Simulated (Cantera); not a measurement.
Charge: 1 mol SiHCl3, 0.72 mol N2, held at 975 K and 22.5 Torr.

These are equilibrium values from Cantera (NASA tables, ideal gas, pure condensed phases), not measurements of a reactor. Candidate condensed phases: NH4Cl, Si, Si3N4; 28 gas species. N2 is the only nitrogen source here; it is nearly inert below about 1500 K, so the nitride shown seldom forms there in practice. The tables' values for SiCl3 are old estimates; treat these amounts as uncertain. Kinetics and transport are ignored.

Base state: HCl 0.334, SiCl4 0.320, N2 0.243, H2 0.102, SiHCl3 0.000558, SiCl3 0.000126 (mole fractions); condensed: Si3N4(s).

**Question.** What changes in the equilibrium state with this change: N2 from 0.72 to 2.8 mol?

**Answer.** 
```json
[
 {"species": "N2", "before": "0.243", "after": "0.637"},
 {"species": "HCl", "before": "0.334", "after": "0.185"},
 {"species": "SiCl4", "before": "0.320", "after": "0.144"},
 {"species": "H2", "before": "0.102", "after": "0.0340"},
 {"species": "SiHCl3", "before": "0.000558", "after": "0.000150"},
 {"species": "SiCl3", "before": "0.000126", "after": "5.89e-5"},
 {"species": "Si3N4(s), mol", "before": "0.135", "after": "0.144"}
]
```

**Question.** What changes in the equilibrium state with this change: N2 from 0.72 to 26 mol?

**Answer.** 
| species | before | after |
|---|---|---|
| N2 | 0.243 | 0.946 |
| HCl | 0.334 | 0.0320 |
| SiCl4 | 0.320 | 0.0196 |
| H2 | 0.102 | 0.00240 |
| SiHCl3 | 0.000558 | 8.40e-6 |
| SiCl3 | 0.000126 | 1.24e-5 |
| Si3N4(s), mol | 0.135 | 0.156 |

**Question.** What changes in the equilibrium state with this change: SiHCl3 replaced by SiH2Cl2?

**Answer.** 
```tsv
species	before	after
HCl	0.334	0.424
H2	0.102	0.299
SiCl4	0.320	0.149
N2	0.243	0.127
SiCl3	0.000126	7.92e-5
SiHCl3	0.000558	0.000600
Si3N4(s), mol	0.135	0.236
```
